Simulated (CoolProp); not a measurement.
Saturation properties of o-xylene.

Computed with CoolProp (reference Helmholtz-energy equation of state, Zhou 2012).

```json
[
 {"T (K)": "464.1", "p (kPa)": "301.7", "vapour density (kg/m³)": "9.201", "surface tension (mN/m)": "12.6", "liquid viscosity (µPa s)": "183", "liquid conductivity (mW/(m K))": "90.5"},
 {"T (K)": "466.3", "p (kPa)": "315.7", "vapour density (kg/m³)": "9.614", "surface tension (mN/m)": "12.4", "liquid viscosity (µPa s)": "180", "liquid conductivity (mW/(m K))": "90.1"},
 {"T (K)": "468.4", "p (kPa)": "329.5", "vapour density (kg/m³)": "10.02", "surface tension (mN/m)": "12.2", "liquid viscosity (µPa s)": "178", "liquid conductivity (mW/(m K))": "89.7"},
 {"T (K)": "470.6", "p (kPa)": "344.5", "vapour density (kg/m³)": "10.47", "surface tension (mN/m)": "12.0", "liquid viscosity (µPa s)": "176", "liquid conductivity (mW/(m K))": "89.2"},
 {"T (K)": "472.8", "p (kPa)": "360.0", "vapour density (kg/m³)": "10.92", "surface tension (mN/m)": "11.8", "liquid viscosity (µPa s)": "173", "liquid conductivity (mW/(m K))": "88.8"},
 {"T (K)": "475", "p (kPa)": "376.0", "vapour density (kg/m³)": "11.40", "surface tension (mN/m)": "11.6", "liquid viscosity (µPa s)": "171", "liquid conductivity (mW/(m K))": "88.4"},
 {"T (K)": "477.1", "p (kPa)": "391.8", "vapour density (kg/m³)": "11.87", "surface tension (mN/m)": "11.4", "liquid viscosity (µPa s)": "169", "liquid conductivity (mW/(m K))": "88.0"},
 {"T (K)": "479.3", "p (kPa)": "408.9", "vapour density (kg/m³)": "12.37", "surface tension (mN/m)": "11.2", "liquid viscosity (µPa s)": "167", "liquid conductivity (mW/(m K))": "87.6"},
 {"T (K)": "481.5", "p (kPa)": "426.5", "vapour density (kg/m³)": "12.90", "surface tension (mN/m)": "11.0", "liquid viscosity (µPa s)": "165", "liquid conductivity (mW/(m K))": "87.2"},
 {"T (K)": "483.6", "p (kPa)": "443.9", "vapour density (kg/m³)": "13.41", "surface tension (mN/m)": "10.8", "liquid viscosity (µPa s)": "162", "liquid conductivity (mW/(m K))": "86.8"},
 {"T (K)": "485.8", "p (kPa)": "462.6", "vapour density (kg/m³)": "13.97", "surface tension (mN/m)": "10.6", "liquid viscosity (µPa s)": "160", "liquid conductivity (mW/(m K))": "86.4"},
 {"T (K)": "488", "p (kPa)": "482.0", "vapour density (kg/m³)": "14.55", "surface tension (mN/m)": "10.4", "liquid viscosity (µPa s)": "158", "liquid conductivity (mW/(m K))": "86.0"},
 {"T (K)": "490.2", "p (kPa)": "501.9", "vapour density (kg/m³)": "15.15", "surface tension (mN/m)": "10.2", "liquid viscosity (µPa s)": "156", "liquid conductivity (mW/(m K))": "85.6"},
 {"T (K)": "492.3", "p (kPa)": "521.6", "vapour density (kg/m³)": "15.74", "surface tension (mN/m)": "10.0", "liquid viscosity (µPa s)": "154", "liquid conductivity (mW/(m K))": "85.3"},
 {"T (K)": "494.5", "p (kPa)": "542.8", "vapour density (kg/m³)": "16.38", "surface tension (mN/m)": "9.85", "liquid viscosity (µPa s)": "152", "liquid conductivity (mW/(m K))": "84.9"}
]
```

It boils at 417.5 K under 1 atm.

Viscosity comes from a separate model (Cao 2016). Thermal conductivity comes from a separate model (Mylona 2014). Surface tension comes from a separate correlation (Mulero 2014).
